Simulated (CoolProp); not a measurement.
A closed Brayton cycle with carbon dioxide: compressor inlet 329.15 K and 8.8 MPa, high pressure 26.8 MPa, turbine inlet 760 K, compressor efficiency 0.89, turbine efficiency 0.93, recuperator effectiveness 0.95 (on enthalpy, no pinch check). Each further row changes one setting.

The numbers come from the reference Helmholtz-energy equation of state, Span 1996 in CoolProp.

```tsv
case	thermal efficiency (%)	net work (kJ/kg)	compressor to turbine work	compressor exit (K)	turbine exit (K)
as stated	34.3	78.7	0.42	421.0	629.5
turbine inlet 710 K	31.4	67.9	0.46	421.0	584.4
compressor inlet 339.15 K	32.7	71.8	0.47	437.9	629.5
high pressure 22.8 MPa	34.2	70.8	0.40	407.4	647.9
recuperator effectiveness 0.5	23.3	78.7	0.42	421.0	629.5
```
